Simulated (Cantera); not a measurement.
Cantera with NASA thermochemical tables; ideal gases at 1 bar, condensed phases pure. Values are per mole of reaction as written; species without (g) are pure solids or liquids, kept so even where they would boil at 1 bar.

**Question.** Between 300 and 1100 K, where is each reaction favourable under standard conditions?
- NbO2(g) = Nb + 2 O(g)

**Answer.** 
- NbO2(g) = Nb + 2 O(g): ΔG° is 673 kJ at 300 K and 592 kJ at 1100 K; it stays positive (K < 1). ΔH° is 712 kJ and ΔS° 109 J/K at 1100 K.
